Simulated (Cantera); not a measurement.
Feed: 1 mol Nb, 0.22 mol H₂O, held at 2.50 mbar.

Method: chemical equilibrium by Gibbs-energy minimisation in Cantera with the NASA 1993 tables (ideal gas, pure condensed phases). Candidate condensed phases: H₂O, Nb, NbO, NbO₂, Nb₂O₅; 12 gas species. Mutual solubility and eutectic melting of coexisting phases are not modelled. NbO: taken at fixed stoichiometry. Condensed phases not in the tables: N, O or C dissolved in the metal. Equilibrium is a limit: real reactors are often held back by kinetics, nucleation or transport.

x: gas mole fraction; n: condensed amount in mol.

| T (K) | x H₂ | x H | x NbO₂ | x H₂O | x NbO | x OH | x O | n Nb(s) | n NbO(s) |
|---|---|---|---|---|---|---|---|---|---|
| 1573 | 0.999 | 0.000813 | 9.98e-9 | 0.000111 | 3.78e-9 | 3.26e-9 | 2.23e-12 | 0.780 | 0.220 |
| 1623 | 0.998 | 0.00138 | 4.24e-8 | 0.000162 | 1.55e-8 | 9.39e-9 | 1.07e-11 | 0.780 | 0.220 |
| 1673 | 0.997 | 0.00227 | 1.65e-7 | 0.000231 | 5.82e-8 | 2.54e-8 | 4.68e-11 | 0.780 | 0.220 |
| 1723 | 0.996 | 0.00364 | 5.90e-7 | 0.000323 | 2.02e-7 | 6.47e-8 | 1.88e-10 | 0.780 | 0.220 |
| 1773 | 0.994 | 0.00567 | 1.96e-6 | 0.000441 | 6.54e-7 | 1.56e-7 | 6.96e-10 | 0.780 | 0.220 |
| 1823 | 0.991 | 0.00863 | 6.09e-6 | 0.000592 | 1.98e-6 | 3.59e-7 | 2.40e-9 | 0.780 | 0.220 |
| 1873 | 0.986 | … | … | … | … | … | … | 0.780 | 0.220 |
| 1923 | 0.980 | 0.0187 | 4.88e-5 | 0.00101 | 1.51e-5 | 1.65e-6 | 2.35e-8 | 0.780 | 0.220 |
| 1973 | 0.972 | … | … | … | … | … | … | 0.780 | 0.220 |
| 2023 | 0.961 | 0.0372 | 0.000315 | 0.00161 | 9.40e-5 | 6.50e-6 | 1.83e-7 | 0.780 | 0.219 |
| 2073 | 0.946 | 0.0512 | 0.000747 | 0.00199 | 0.000219 | 1.22e-5 | 4.74e-7 | 0.781 | 0.219 |
| 2123 | 0.926 | 0.0691 | 0.00170 | 0.00241 | 0.000488 | 2.22e-5 | 1.17e-6 | 0.781 | 0.219 |
| 2173 | 0.901 | 0.0916 | 0.00370 | 0.00287 | 0.00105 | 3.91e-5 | 2.79e-6 | 0.782 | 0.217 |

Question: Complete the blanks.

Answer: 
- 1973, x H: 0.0266
- 1973, x NbO₂: 0.000127
- 1973, x H₂O: 0.00129
- 1973, x NbO: 3.86e-5
- 1973, x OH: 3.34e-6
- 1973, x O: 6.73e-8
- 1873, x H: 0.0128
- 1873, x NbO₂: 1.77e-5
- 1873, x H₂O: 0.000780
- 1873, x NbO: 5.62e-6
- 1873, x OH: 7.87e-7
- 1873, x O: 7.74e-9
